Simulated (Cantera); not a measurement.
Input: 1 mol Si, 3.8 mol H2, a varied amount of Cl2, held at 1100 K and 1 atm.

Equilibrium computed with Cantera from the NASA thermochemical tables; the gas is ideal and each condensed phase is pure. Candidate condensed phases: Si; 19 gas species. Rates play no part.

Question: What share of the Si ends up in condensed phases as a function of n(Cl2) (mol), at 0.5, 0.7, 0.91, 1.1, 1.3, 1.5, 1.7, 1.9, 2.1, 2.3, 2.5, 2.8, 3?

Answer: 
| n(Cl2) (mol) | Si condensed (%) | as |
|---|---|---|
| 0.5 | 73.7 | Si(s) |
| 0.7 | 62.8 | Si(s) |
| 0.91 | 51.5 | Si(s) |
| 1.1 | 41.3 | Si(s) |
| 1.3 | 30.6 | Si(s) |
| 1.5 | 19.9 | Si(s) |
| 1.7 | 9.3 | Si(s) |
| 1.9 | 0.0 | - |
| 2.1 | 0.0 | - |
| 2.3 | 0.0 | - |
| 2.5 | 0.0 | - |
| 2.8 | 0.0 | - |
| 3 | 0.0 | - |
